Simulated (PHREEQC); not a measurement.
A column of 0.1 m (30 cells, dispersivity 0.008 m, 720 s a shift, diffusion coefficient 3e-10 m²/s) holds 0.014 eq of the database's cation exchanger X per kg of pore water, first in equilibrium with 4.5 mmol/kgw MnCl2, 3.5 mmol/kgw KBr and 0.01 mmol/kgw HCl. It is flushed with 0.0042 mol MgCl2, 0.0076 mol CaCl2 and 1e-05 mol HCl per kg of water, at 40 °C. Values are for the last cell. The system is closed to CO2. Nothing may precipitate in this run.

Equilibrium calculation in PHREEQC: ion-association model, phreeqc.dat.

```tsv
pore volumes	Ca in solution (mol/kgw)	Mg in solution (mol/kgw)	Br in solution (mol/kgw)	K in solution (mol/kgw)	Mn in solution (mol/kgw)	KX on the exchanger (mol/kgw)	MgX2 on the exchanger (mol/kgw)
0	0	0	0.00350	0.00350	0.00450	0.00175	0
0.2833	0	3.17e-13	0.00350	0.00350	0.00450	0.00175	6.11e-13
0.55	1.40e-8	3.53e-7	0.00320	0.00361	0.00492	0.00173	6.26e-7
0.6833	9.22e-7	8.44e-6	0.00275	0.00366	0.00559	0.00165	1.33e-5
0.95	0.000111	0.000273	0.00167	0.00329	0.00713	0.00129	0.000321
1.217	0.00107	0.00131	0.000849	0.00238	0.00688	0.000792	0.00112
1.483	0.00303	0.00259	0.000394	0.00145	0.00483	0.000417	0.00164
1.617	0.00402	0.00307	0.000262	0.00109	0.00375	0.000297	0.00175
1.883	0.00554	0.00369	0.000113	0.000585	0.00210	0.000149	0.00184
2.15	0.00646	0.00399	4.77e-5	0.000302	0.00112	7.43e-5	0.00186
2.417	0.00699	0.00412	1.98e-5	0.000153	0.000585	3.70e-5	0.00185
2.55	0.00715	0.00415	1.27e-5	0.000109	0.000421	2.61e-5	0.00185
2.817	0.00736	0.00419	5.20e-6	5.43e-5	0.000217	1.29e-5	0.00184
3.083	0.00747	0.00420	2.12e-6	2.70e-5	0.000111	6.41e-6	0.00183
3.35	0.00753	0.00420	8.63e-7	1.33e-5	5.67e-5	3.17e-6	0.00182
3.483	0.00755	0.00420	5.50e-7	9.38e-6	4.05e-5	2.22e-6	0.00182
3.75	0.00757	0.00420	2.23e-7	4.63e-6	2.07e-5	1.10e-6	0.00182
4.017	0.00759	0.00420	9.02e-8	2.28e-6	1.06e-5	5.40e-7	0.00182
```

Constants without temperature data keep their 25 °C values here.
